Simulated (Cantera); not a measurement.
What does this Cantera script print?

```python
import numpy as np
import cantera as ct

gas_names = """
    AL ALH ALN ALO ALOH ALO2 ALO2H AL2 AL2O AL2O2 H HALO HNO HNO2 HNO3 HO2 H2 H2O H2O2 N NH NH2 NH3
    NH2OH NO NO2 NO3 N2 N2H2 N2H4 N2O O OH O2 O3
""".split()
cond_names = """
    AL(cr) AL(L) ALN(s) AL2O3(a) AL2O3(L) H2O(s) H2O(L)
""".split()


# ... load() reads the species with a 1 bar reference pressure and builds the phases ...
atoms = {
    'Al2O3': {'AL': 2, 'O': 3},
    'H2': {'H': 2},
    'N2': {'N': 2},
}
top_T = {'ALN(s)': 2750}  # K; cautious upper limits of use, not melting points


# ... equilibrate(T, P, feed) seeds the gas with the atoms and calls Mixture.equilibrate('TP', solver="vcs", rtol=1e-11, max_steps=5000) ...
results = []
feed = {'Al2O3': 1, 'H2': 120, 'N2': 46}  # mol
T = 1525  # K
for P in [10, 100, 1000, 10000, 100000, 1000000]:
    mix = equilibrate(T, P, feed)
    results.append((T, P, feed, dict(zip(mix.species_names, mix.species_moles))))
    x = sorted(zip(gas.X, gas.species_names), reverse=True)
    print(f"T = {T:g} K  P = {P:g} Pa  gas = {mix.phase_moles(0):.4g} mol")
    print("   x: " + "  ".join(f"{s} {v:.3e}" for v, s in x if v > 0.001))
    print("   condensed (mol): " + ("  ".join(f"{mix.phase(i).name} {mix.phase_moles(i):.4g}"
          for i in range(1, mix.n_phases) if mix.phase_moles(i) > 1e-12) or "none"))
```

Result:

```
T = 1525 K  P = 10 Pa  gas = 166.2 mol
   x: H2 7.211e-01  N2 2.768e-01  H 2.009e-03
   condensed (mol): AL2O3(a) 0.9995
T = 1525 K  P = 100 Pa  gas = 166.1 mol
   x: H2 7.223e-01  N2 2.770e-01
   condensed (mol): AL2O3(a) 0.9998
T = 1525 K  P = 1000 Pa  gas = 166 mol
   x: H2 7.227e-01  N2 2.771e-01
   condensed (mol): ALN(s) 0.0002595  AL2O3(a) 0.9998
T = 1525 K  P = 10000 Pa  gas = 166 mol
   x: H2 7.228e-01  N2 2.771e-01
   condensed (mol): ALN(s) 0.0006706  AL2O3(a) 0.9997
T = 1525 K  P = 100000 Pa  gas = 166 mol
   x: H2 7.228e-01  N2 2.771e-01
   condensed (mol): ALN(s) 0.001449  AL2O3(a) 0.9993
T = 1525 K  P = 1e+06 Pa  gas = 166 mol
   x: H2 7.227e-01  N2 2.771e-01
   condensed (mol): ALN(s) 0.003121  AL2O3(a) 0.9984
```

Cantera equilibrium calculation (NASA polynomials, part measured and part estimated; ideal gas, pure solids and liquids). Mutual solubility and eutectic melting of coexisting phases are not modelled.
